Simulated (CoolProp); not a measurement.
A single-stage vapour-compression cycle with ammonia: evaporating at 259.15 K (dew point), condensing at 294.15 K (bubble point), superheat 10 K, subcooling 8 K, compressor efficiency 0.9, no pressure losses. Each further row changes one setting.

Computed with CoolProp (reference Helmholtz-energy equation of state, Gao 2020).

| case | cooling COP | pressure ratio | discharge temperature (K) | refrigerating effect (kJ/kg) | volumetric capacity (kJ/m³) |
|---|---|---|---|---|---|
| as stated | 5.82 | 3.59 | 369.2 | 1210 | 2360 |
| evaporating temperature 264.15 K | 7.06 | 2.92 | 357.4 | 1220 | 2880 |
| condensing temperature 289.15 K | 6.92 | 3.06 | 355.1 | 1230 | 2410 |
| subcooling 13 K | 5.93 | 3.59 | 369.2 | 1230 | 2410 |
| superheat 20 K | 5.69 | 3.59 | 382.7 | 1230 | 2310 |
| compressor efficiency 0.8 | 5.17 | 3.59 | 379.9 | 1210 | 2360 |
